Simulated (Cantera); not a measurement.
Input: 1 mol Al(CH3)3, 4.3 mol N2O, 97 mol H2, at 2023 K and 3.53 Torr.

Method: chemical equilibrium by Gibbs-energy minimisation in Cantera with the NASA 1993 tables (ideal gas, pure condensed phases). Candidate condensed phases: Al, AlN, Al2O3, C, C6H6, C7H8, C8H18, H2O; 148 gas species. The feed counts by its element totals alone. The tables' values for AlOH are old estimates; treat these amounts as uncertain. Kinetics and transport are ignored.

Base state: H2 0.906, N2 0.0389, CO 0.0272, H 0.0264, Al 0.00114, H2O 0.000485, Al2O 0.000268, AlOH 4.98e-5 (mole fractions); condensed: Al2O3(s).

### Question
What changes in the equilibrium state with this change: pressure from 3.53 Torr to 7.50 Torr?

### Answer
```csv
species,before,after
H2,0.906,0.914
N2,0.0389,0.0391
CO,0.0272,0.0273
H,0.0264,0.0182
Al,0.00114,0.00100
H2O,0.000485,0.000322
AlH,1.98e-5,2.55e-5
"Al2O3(s), mol",0.403,0.409
```

### Question
What changes in the equilibrium state with this change: temperature from 2023 K to 673 K?

### Answer
```tsv
species	before	after
H2	0.906	0.906
N2	0.0389	0.0416
CH4	<1e-9	0.0261
H	0.0264	<1e-9
CO	0.0272	0.00224
H2O	0.000485	0.0234
Al	0.00114	<1e-9
Al2O	0.000268	<1e-9
AlOH	4.98e-5	<1e-9
Al2O3(s), mol	0.403	0.500
```
